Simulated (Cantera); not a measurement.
## Thermodynamics of roasting and sulfation, feed Fe2O3 + H2S + CO2

Input: 1 mol Fe2O3, 4.4 mol H2S, 2.2 mol CO2, held at 700 °C and 58.0 mbar.

Equilibrium computed with Cantera from the NASA thermochemical tables; the gas is ideal and each condensed phase is pure. Candidate condensed phases: C, C6H6, C7H8, C8H18, Fe, Fe(CO)5, FeO, Fe(OH)2, Fe(OH)3, FeS, FeSO4, FeS2, Fe2O3, Fe2(SO4)3, Fe3O4, H2O, H2SO4, S; 127 gas species. FeS: taken at fixed stoichiometry. Gases not in the tables: S3 to S7. Rates play no part.

- x(H2O): 0.418
- x(CO2): 0.298
- x(H2S): 0.181
- x(S2): 0.0730
- x(H2): 0.0152
- x(CO): 0.00673
- x(SO2): 0.00491
- x(COS): 0.00253
- x(S2O): 0.000285
- n(FeS(s)): 2.00 mol
- gas amount: 7.160 mol
- log10 activity of S(l) (absent): -1.48
- log10 activity of Fe(α) (absent): -4.13
- log10 activity of C(graphite) (absent): -5.06
